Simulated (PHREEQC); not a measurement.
Make-up at 30 °C: 2.1e-05 mol/kgw ZnSO4, 0.0019 mol/kgw KCl and 3.1e-05 mol/kgw FeSO4. Closed to the air; pH follows from the charge balance.

Equilibrium calculation in PHREEQC: ion-association model, phreeqc.dat.

This is a speciation only: nothing precipitates in the calculation.

Question: What pH does the model give?

Answer: pH 6.63.

Question: In which forms is S present?

Answer: SO4-2 98 %, KSO4- 1.2 % of the S.
